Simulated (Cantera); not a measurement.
Input (Python, Cantera):

```python
import numpy as np
import cantera as ct

gas = ct.Solution("h2o2.yaml")
gas.TPX = 1725, 1000000, {'H2': 1, 'O2': 1.02, 'N2': 3.84, 'H2O': 1.6}
reactor = ct.IdealGasConstPressureReactor(gas, energy="on", clone=False)
net = ct.ReactorNet([reactor])
net.rtol, net.atol = 1e-08, 1e-16
show = ['H2', 'O2', 'H2O', 'O', 'H2O2', 'OH']
times = np.geomspace(1e-06, 2, 14)

steps = ct.SolutionArray(gas, extra=["t"])
rows = []
print(f"{'t/s':>10s}{'T/K':>9s}{'P/Pa':>11s}" + "".join(f"{s:>11s}" for s in show))
for t in times:
    while net.time < t:
        t_next = net.step()
        steps.append(gas.state, t=t_next)
    rows.append([np.interp(t, steps.t, y) for y in (steps.T, steps.P, *steps(*show).X.T)])
    print(f"{t:10.3e}{rows[-1][0]:9.1f}{rows[-1][1]:11.4g}" + "".join(f"{x:11.3e}" for x in rows[-1][2:]))
rate = np.gradient(steps.T, steps.t)
print("integrator steps:", len(steps.t))
if steps.T.max() > steps.T[0] + 200:
    print(f"time of steepest temperature rise: {steps.t[rate.argmax()]:.4e} s")
gas.TPX = 1725, 1000000, {'H2': 1, 'O2': 1.02, 'N2': 3.84, 'H2O': 1.6}
gas.equilibrate("HP")
print(f"equilibrium (HP): T = {gas.T:.1f} K  " + "  ".join(f"{s} {gas[s].X[0]:.3e}" for s in show))
```

Output:

```
       t/s      T/K       P/Pa         H2         O2        H2O          O       H2O2         OH
 1.000e-06   1797.3      1e+06  1.084e-01  1.235e-01  2.362e-01  2.129e-03  1.296e-05  4.132e-03
 3.053e-06   2440.5      1e+06  6.557e-03  7.186e-02  3.538e-01  2.912e-03  2.428e-06  1.713e-02
 9.319e-06   2502.0      1e+06  2.648e-03  7.207e-02  3.627e-01  1.277e-03  2.183e-06  1.208e-02
 2.845e-05   2502.9      1e+06  2.594e-03  7.208e-02  3.628e-01  1.255e-03  2.184e-06  1.199e-02
 8.685e-05   2502.9      1e+06  2.594e-03  7.208e-02  3.628e-01  1.255e-03  2.184e-06  1.199e-02
 2.651e-04   2502.9      1e+06  2.594e-03  7.208e-02  3.628e-01  1.255e-03  2.184e-06  1.199e-02
 8.094e-04   2502.9      1e+06  2.594e-03  7.208e-02  3.628e-01  1.255e-03  2.184e-06  1.199e-02
 2.471e-03   2502.9      1e+06  2.594e-03  7.208e-02  3.628e-01  1.255e-03  2.184e-06  1.199e-02
 7.543e-03   2502.9      1e+06  2.594e-03  7.208e-02  3.628e-01  1.255e-03  2.184e-06  1.199e-02
 2.303e-02   2502.9      1e+06  2.594e-03  7.208e-02  3.628e-01  1.255e-03  2.184e-06  1.199e-02
 7.030e-02   2502.9      1e+06  2.594e-03  7.208e-02  3.628e-01  1.255e-03  2.184e-06  1.199e-02
 2.146e-01   2502.9      1e+06  2.594e-03  7.208e-02  3.628e-01  1.255e-03  2.184e-06  1.199e-02
 6.551e-01   2502.9      1e+06  2.594e-03  7.208e-02  3.628e-01  1.255e-03  2.184e-06  1.199e-02
 2.000e+00   2502.9      1e+06  2.594e-03  7.208e-02  3.628e-01  1.255e-03  2.184e-06  1.199e-02
integrator steps: 903
time of steepest temperature rise: 1.1745e-06 s
equilibrium (HP): T = 2502.9 K  H2 2.594e-03  O2 7.208e-02  H2O 3.628e-01  O 1.255e-03  H2O2 2.184e-06  OH 1.199e-02
```

Cantera simulation using the H2/O2 subset of GRI-Mech 3.0, which has no nitrogen chemistry; the numbers are that mechanism's predictions, not measurements. The hydrogen kinetics of GRI-Mech 3.0 are dated; newer H2 mechanisms differ, most at raised pressure.
